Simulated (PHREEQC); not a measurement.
**Acid rinse or clean: speciation**

A solution holds 0.47 mol H2SO4, 0.0031 mol AlCl3 and 0.1 mol CuCl2 per kg of water, at 25 °C. Closed to the air; pH follows from the charge balance.

All values are PHREEQC results (ion-association model, phreeqc.dat), not measurements.

Each row changes one thing in this solution. This is a speciation only: nothing precipitates in the calculation.

```tsv
case	pH	ionic strength (mol/kgw)	HSO4- (mol/kgw)	SO4-2 (mol/kgw)	CuSO4 (mol/kgw)	CuCl+ (mol/kgw)
as made	0.39	0.813	0.401	0.0462	0.0204	0.00838
temperature from 25 to 10 °C	___	0.838	0.385	0.0578	0.0240	0.00409
temperature from 25 to 50 °C	0.42	0.768	0.425	0.0293	0.0128	0.0211
0.02 mol/kgw Ca(OH)2 added	0.42	0.811	0.387	0.0477	0.0209	0.00833
AlCl3 left out	0.40	0.805	0.403	0.0464	0.0206	___
H2SO4 from 0.47 to 0.705 mol/kgw	___	1.07	0.623	0.0590	0.0203	0.00791
H2SO4 from 0.47 to 0.235 mol/kgw	0.66	0.549	0.181	___	___	0.00926
```

### Question
What belongs in the gaps?

### Answer

- temperature from 25 to 10 °C, pH: 0.38
- AlCl3 left out, CuCl+ (mol/kgw): 0.00804
- H2SO4 from 0.47 to 0.705 mol/kgw, pH: 0.23
- H2SO4 from 0.47 to 0.235 mol/kgw, SO4-2 (mol/kgw): 0.0316
- H2SO4 from 0.47 to 0.235 mol/kgw, CuSO4 (mol/kgw): 0.0194

The ionic strength passes 0.7 mol/kgw, the rough limit of the ion-association models, in as made; temperature from 25 to 10 °C; temperature from 25 to 50 °C; 0.02 mol/kgw Ca(OH)2 added; AlCl3 left out; H2SO4 from 0.47 to 0.705 mol/kgw. Complexes and solids missing from the database can't appear. Away from 25 °C the constants follow the database's enthalpies or fits; those with neither stay at their 25 °C values.
